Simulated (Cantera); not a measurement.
Charge: 1 mol B₂O₃, 0.71 mol NF₃, 1.5 mol H₂, 7.8 mol F₂, at 1625 K and 0.00280 bar.

Method: chemical equilibrium by Gibbs-energy minimisation in Cantera with the NASA 1993 tables (ideal gas, pure condensed phases). Candidate condensed phases: B, BN, B₂O₃, B₃O₃H₃, H₂O; 62 gas species. Equilibrium is a limit: real reactors are often held back by kinetics, nucleation or transport.

Base state: F 0.560, HF 0.192, BF₃ 0.128, O₂ 0.0961, N₂ 0.0227, NO 0.000247, O 0.000114, F₂ 4.21e-5 (mole fractions); condensed: gas only.

### Question
What changes in the equilibrium state with this change: H₂ from 1.5 to 0.17 mol?

### Answer
```
species    before     after
-------  --------  --------
F           0.560     0.731
BF₃         0.128     0.128
O₂         0.0961    0.0961
HF          0.192    0.0218
F₂        4.21e-5   7.17e-5
N₂         0.0227    0.0227
NO       0.000247  0.000247
O        0.000114  0.000114
```
